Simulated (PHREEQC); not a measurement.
A PHREEQC speciation (ion-association model, phreeqc.dat) at 25 °C gives pH 1.90 and these molalities:

```tsv
species	mol/kgw
Cl-	0.140
FeCl+2	0.0246
H+	0.0158
Fe+3	0.0127
FeCl2+	0.00629
Fe2(OH)2+4	0.00422
FeOH+2	0.00412
Cu+2	0.00126
Fe3(OH)4+5	0.000558
CuCl+	0.000139
FeCl3	6.34e-5
Fe(OH)2+	6.04e-5
CuCl2	3.96e-6
```

Q: What are the element totals, and what could have been dissolved in 1 kg of water to give them?

A: Several could match; the one computed here: totals Cl 0.178, Cu(2) 0.00140, Fe(3) 0.0580 mol/kgw, from 58 mmol/kgw FeCl3, 1.4 mmol/kgw CuCl2 and 0.88 mmol/kgw HCl.

Precipitation was switched off in this run. Examples of supersaturated solids here: Hematite (slow to form), Goethite (slow to form). Others may be too. Under pressure, the constants of complexes without a molar volume in the database are unreliable.
